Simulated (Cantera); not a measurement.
# Boron, boron nitride and boron oxide: BF3 + H2O

A closed system holds: 1 mol BF3, a varied amount of H2O, at 2073 K and 0.133 bar.

Equilibrium computed with Cantera from the NASA thermochemical tables; the gas is ideal and each condensed phase is pure. Candidate condensed phases: B, B2O3, B3O3H3, H2O; 43 gas species. The tables' values for BF2 are old estimates; treat these amounts as uncertain. Equilibrium is a limit: real reactors are often held back by kinetics, nucleation or transport.

```csv
n(H2O) (mol),log p HF,log p H2O,log p BF3,log p BOF,log p HBO2,log p H2
0.24,-1.36,-4.51,-1.16,-1.67,-5.20,-5.26
0.81,-1.09,-2.92,-1.95,-1.40,-3.62,-4.02
1.4,-1.10,-1.87,-3.06,-1.45,-2.60,-3.32
2,-1.15,-1.55,-3.58,-1.55,-2.34,-3.11
2.5,-1.19,-1.43,-3.86,-1.63,-2.25,-3.02
3.1,-1.23,-1.33,-4.13,-1.71,-2.20,-2.96
3.7,-1.27,-1.26,-4.35,-1.79,-2.17,-2.92
4.2,-1.30,-1.22,-4.51,-1.85,-2.16,-2.89
4.8,-1.34,-1.19,-4.68,-1.92,-2.15,-2.86
5.4,-1.37,-1.16,-4.83,-1.98,-2.15,-2.84
5.9,-1.39,-1.14,-4.95,-2.02,-2.15,-2.83
6.5,-1.42,-1.12,-5.08,-2.08,-2.16,-2.82
```
log p: log10 of the partial pressure in bar; nothing condenses.

From 0.24 mol H2O to 6.5 mol H2O nothing is condensed. The main B-bearing gas is BF3 at 0.24 mol H2O and BOF at 6.5 mol H2O.
